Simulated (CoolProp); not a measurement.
R507A at 298.15 K and 0.696 MPa is throttled through a valve to 0.356 MPa with no heat exchange. Each further row changes one setting.

Values from CoolProp's reference Helmholtz-energy equation of state, Lemmon 2003. It is a pseudo-pure fit of the blend.

```tsv
case	temperature change (K)	final density (kg/m³)
as stated	-6.3	15.5
outlet pressure 0.107 MPa	-11.1	4.52
outlet pressure 0.463 MPa	-4.3	20.5
```
